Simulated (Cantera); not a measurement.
A freely propagating, adiabatic, planar premixed flame of CH4 : CO : O2 : N2 = 1 : 0.032 : 3.05 : 11.5 (molar parts), equivalence ratio 0.66, unburnt at 623 K and 1.00 bar; mixture-averaged transport, grid criteria slope 0.08 and curve 0.16, no radiation.

Detailed kinetics in Cantera: GRI-Mech 3.0 (53 species, 325 reactions). Burning velocities carry a grid error of a few per cent, more on coarse grids.

**Question.** How do the results move with these cheaper or finer settings: unity-Lewis-number transport; multicomponent transport; multicomponent+Soret transport; grid criteria slope 0.5, curve 1; grid criteria slope 0.25, curve 0.5; grid criteria slope 0.03, curve 0.06?

**Answer.** 
| setting | laminar burning velocity | thermal thickness | peak x(C2H4) | grid points | grid points |
|---|---|---|---|---|---|
| as above | 87.9 cm/s | 0.426 mm | 0.000208 | 133 | 133 |
| unity-Lewis-number transport | 77.3 cm/s | 0.422 mm | 0.000152 | 131 | 131 |
| multicomponent transport | 88.5 cm/s | 0.430 mm | 0.000213 | 135 | 135 |
| multicomponent+Soret transport | 87.0 cm/s | 0.432 mm | 0.000208 | 136 | 136 |
| grid criteria slope 0.5, curve 1 | 97.0 cm/s | 0.458 mm | 0.000203 | 36 | 36 |
| grid criteria slope 0.25, curve 0.5 | 92.0 cm/s | 0.439 mm | 0.000206 | 54 | 54 |
| grid criteria slope 0.03, curve 0.06 | 86.5 cm/s | 0.422 mm | 0.000209 | 334 | 334 |
The base run took about 18 core-seconds (a rough figure).
Unity Lewis numbers drop preferential diffusion, which matters most where H2 and H carry the flame; Soret adds thermal diffusion.
